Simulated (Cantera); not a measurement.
Cantera run:

```python
import numpy as np
import cantera as ct

gas_names = """
    B BF BF2 BF3 BH BHF2 BH2 BH3 BN B2 F F2 H HF H2 H2F2 H3F3 H4F4 H5F5 H6F6 H7F7 N NF NF2 NF3 NH NH2
    NH3 N2 N2H2 N2H4
""".split()
cond_names = """
    B(b) B(L) BN(s)
""".split()


# ... load() reads the species with a 1 bar reference pressure and builds the phases ...
atoms = {
    'BF3': {'B': 1, 'F': 3},
    'N2': {'N': 2},
    'H2': {'H': 2},
}
top_T = {'BN(s)': 3200}  # K; cautious upper limits of use, not melting points


# ... equilibrate(T, P, feed) seeds the gas with the atoms and calls Mixture.equilibrate('TP', solver="vcs", rtol=1e-11, max_steps=5000) ...
results = []
feed = {'BF3': 1, 'N2': 27, 'H2': 2.4}  # mol
T = 1550  # K
P = 48000  # Pa
mix = equilibrate(T, P, feed)
results.append((T, P, feed, dict(zip(mix.species_names, mix.species_moles))))
x = sorted(zip(gas.X, gas.species_names), reverse=True)
print(f"T = {T:g} K  P = {P:g} Pa  gas = {mix.phase_moles(0):.4g} mol")
print("   x: " + "  ".join(f"{s} {v:.3e}" for v, s in x if v > 0.0001))
print("   condensed (mol): " + ("  ".join(f"{mix.phase(i).name} {mix.phase_moles(i):.4g}"
      for i in range(1, mix.n_phases) if mix.phase_moles(i) > 1e-12) or "none"))
```

Output:

```
T = 1550 K  P = 48000 Pa  gas = 30.4 mol
   x: N2 8.867e-01  H2 7.434e-02  BF3 2.965e-02  HF 8.939e-03  BHF2 2.584e-04  BF2 1.379e-04
   condensed (mol): BN(s) 0.08654
```

Equilibrium computed with Cantera from the NASA thermochemical tables; the gas is ideal and each condensed phase is pure. The tables' values for BF2 are old estimates; treat these amounts as uncertain.
